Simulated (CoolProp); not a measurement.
Vapour-liquid equilibrium of diethyl ether (1) + methanol (2) at 282.3 K; x and y are mole fractions of (1).

Computed with CoolProp (multi-fluid Helmholtz-energy mixture model, Thol 2014 and de Reuck 1993; pair parameters Bell 2016).

```
x      bubble pressure, mixture model (MPa)  bubble pressure, Raoult's law (MPa)  y, mixture model  y, Raoult's law
-----  ------------------------------------  -----------------------------------  ----------------  ---------------
0.05                                0.01341                             0.008596             0.492            0.218
0.125                               0.02032                              0.01087             0.681            0.430
0.2                                 0.02490                              0.01315             0.750            0.569
0.275                               0.02789                              0.01543             0.784            0.667
0.35                                0.02986                              0.01771             0.804            0.740
0.425                               0.03122                              0.01998             0.818            0.796
0.5                                 0.03224                              0.02226             0.829            0.841
0.575                               0.03311                              0.02454             0.839            0.877
0.65                                0.03395                              0.02682             0.851            0.908
0.725                               0.03481                              0.02909             0.867            0.933
0.8                                 0.03568                              0.03137             0.888            0.955
0.875                               0.03652                              0.03365             0.917            0.974
0.95                                0.03719                              0.03593             0.960            0.990
```

The largest gap from Raoult's law is +89.4 % in bubble pressure, at x = 0.2. No azeotrope shows between x = 0.05 and 0.95.

The pair parameters rest on a limited set of measurements; away from them the model extrapolates. With so large a gap from Raoult's law the liquid may split in two, which this calculation doesn't test in full.
